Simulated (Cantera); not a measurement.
An isothermal plug-flow reactor at 548 K and 0.260 bar (inlet), inlet velocity 3.2 m/s, active area per volume 120 1/m; feed 0.689 % H2, 1.57 % O2, 95.4 % N2, 2.30 % H2O.

Computed with Cantera and Deutschmann's 1995 Pt surface mechanism with GRI-Mech 3.0 gas chemistry. Catalytic surfaces can have several steady states; this one follows from the mechanism file's or the stated starting coverage. Mass transfer to the wall is taken as infinitely fast.

x: gas mole fraction; θ: surface coverage.

```json
[
 {"z (m)": "3.3e-05", "x H2": "0.00673", "x O2": "0.0156", "x H2O": "0.0231", "θ free Pt": "0.668", "θ O*": "0.303", "θ OH*": "0.0278"},
 {"z (m)": "5.8e-05", "x H2": "0.00661", "x O2": "0.0156", "x H2O": "0.0232", "θ free Pt": "0.659", "θ O*": "0.312", "θ OH*": "0.0280"},
 {"z (m)": "0.0001", "x H2": "0.00642", "x O2": "0.0155", "x H2O": "0.0234", "θ free Pt": "0.644", "θ O*": "0.327", "θ OH*": "0.0283"},
 {"z (m)": "0.00018", "x H2": "0.00609", "x O2": "0.0153", "x H2O": "0.0238", "θ free Pt": "0.617", "θ O*": "0.354", "θ OH*": "0.0287"},
 {"z (m)": "0.00033", "x H2": "___", "x O2": "0.0150", "x H2O": "0.0243", "θ free Pt": "0.572", "θ O*": "0.398", "θ OH*": "0.0293"},
 {"z (m)": "0.00058", "x H2": "___", "x O2": "0.0147", "x H2O": "0.0251", "θ free Pt": "0.508", "θ O*": "0.462", "θ OH*": "0.0298"},
 {"z (m)": "0.001", "x H2": "___", "x O2": "0.0142", "x H2O": "0.0260", "θ free Pt": "0.426", "θ O*": "0.544", "θ OH*": "0.0297"},
 {"z (m)": "0.0018", "x H2": "___", "x O2": "0.0137", "x H2O": "0.0270", "θ free Pt": "0.323", "θ O*": "0.648", "θ OH*": "0.0284"},
 {"z (m)": "0.0033", "x H2": "___", "x O2": "0.0132", "x H2O": "0.0280", "θ free Pt": "0.220", "θ O*": "0.755", "θ OH*": "0.0255"}
]
```

**Question.** Fill in the missing entries.

**Answer.** 
- 0.00033, x H2: 0.00554
- 0.00058, x H2: 0.00481
- 0.001, x H2: 0.00391
- 0.0018, x H2: 0.00286
- 0.0033, x H2: 0.00187
